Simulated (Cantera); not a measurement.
A perfectly stirred reactor is fed with C2H6 : N2 = 1 : 0.69 (molar parts), at 101000 Pa; it is held at 1300 K, and followed from long to short residence time.

Detailed kinetics in Cantera: GRI-Mech 3.0 (53 species, 325 reactions). GRI-Mech 3.0 stops at C3 and has no aromatics, soot or wall deposition, so with more carbon than oxygen in the feed, carbon stays in small species such as C2H2 where larger ones or solid carbon would form.

### Question
Predict: x(C2H6) at τ = 2.80 s; x(CH3) at τ = 2.80 s; x(C2H2) at τ = 2.80 s; x(C2H4) at τ = 2.80 s; x(C2H6) at τ = 90.0 ms; x(CH3) at τ = 90.0 ms; x(C2H2) at τ = 90.0 ms; x(C2H4) at τ = 90.0 ms.

### Answer
```
Quantity                  Value
----------------------  -------
x(C2H6) at τ = 2.80 s   0.00313
x(CH3) at τ = 2.80 s    2.73e-5
x(C2H2) at τ = 2.80 s     0.134
x(C2H4) at τ = 2.80 s     0.127
x(C2H6) at τ = 90.0 ms   0.0167
x(CH3) at τ = 90.0 ms   4.79e-5
x(C2H2) at τ = 90.0 ms   0.0986
x(C2H4) at τ = 90.0 ms    0.191
```
